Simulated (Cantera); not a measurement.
Cantera run:

```python
import numpy as np
import cantera as ct

gas_names = """
    B BF BF2 BF3 BH BHF2 BH2 BH3 BN B2 F F2 H HF H2 H2F2 H3F3 H4F4 H5F5 H6F6 H7F7 N NF NF2 NF3 NH NH2
    NH3 N2 N2H2 N2H4
""".split()
cond_names = """
    B(b) B(L) BN(s)
""".split()


# ... load() reads the species with a 1 bar reference pressure and builds the phases ...
atoms = {
    'BN': {'B': 1, 'N': 1},
    'NF3': {'N': 1, 'F': 3},
    'N2': {'N': 2},
    'H2': {'H': 2},
}
top_T = {'BN(s)': 3200}  # K; cautious upper limits of use, not melting points


# ... equilibrate(T, P, feed) seeds the gas with the atoms and calls Mixture.equilibrate('TP', solver="vcs", rtol=1e-11, max_steps=5000) ...
results = []
feed = {'BN': 1, 'NF3': 17, 'N2': 3.9, 'H2': 14}  # mol
T = 1023  # K
for P in [1, 6.8, 46, 320, 2200, 15000, 100000]:
    mix = equilibrate(T, P, feed)
    results.append((T, P, feed, dict(zip(mix.species_names, mix.species_moles))))

top = {s: max(r[3][s] / sum(r[3][g] for g in gas_names) for r in results) for s in gas_names}
cols = sorted((s for s in top if top[s] > 0.001), key=lambda s: -top[s])[:7]
seen = [c for c in cond_names if any(r[3].get(c, 0) > 1e-12 for r in results)]
print("log10 of partial pressures in bar; condensed amounts in mol")
print(f"{'P/Pa':>10s}" + "".join(f"{s[:9]:>10s}" for s in cols + seen))
for T, P, feed, n in results:
    ng = sum(n[g] for g in gas_names)
    print(f"{P:10.4g}" + "".join(f"{np.log10(max(n[s] / ng * P / 1e5, 1e-99)):10.3f}" for s in cols)
          + "".join(f"{n.get(c, 0):10.4g}" for c in seen))
```

Output:

```
log10 of partial pressures in bar; condensed amounts in mol
      P/Pa        HF         F        N2        F2       BF3       NF3
         1    -5.345    -5.491    -5.681    -9.159    -6.792   -17.120
       6.8    -4.512    -4.659    -4.848    -7.496    -5.959   -14.209
        46    -3.680    -3.835    -4.017    -5.847    -5.128   -11.320
       320    -2.832    -3.029    -3.168    -4.234    -4.279    -8.477
      2200    -1.974    -2.331    -2.311    -2.838    -3.421    -5.954
   1.5e+04    -1.116    -1.775    -1.454    -1.728    -2.564    -3.860
     1e+05    -0.275    -1.319    -0.619    -0.815    -1.722    -2.073
```

Cantera equilibrium calculation (NASA polynomials, part measured and part estimated; ideal gas, pure solids and liquids).
